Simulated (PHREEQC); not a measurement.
A solution holds 0.0018 mol LiF and 0.00037 mol NH4HF2 per kg of water, at 52 °C. Closed to the air; pH follows from the charge balance.

All values are PHREEQC results (ion-association model, phreeqc.dat), not measurements.

Precipitation was switched off in this run.

Task: Order these F species by the share of F that they hold, largest first: HF2-, F-, HF.

Result: F- (88 %), HF (12 %), HF2- (0.23 %)

The pH is 4.24 and the ionic strength 0.00223 mol/kgw. Away from 25 °C the constants follow the database's enthalpies or fits; those with neither stay at their 25 °C values.
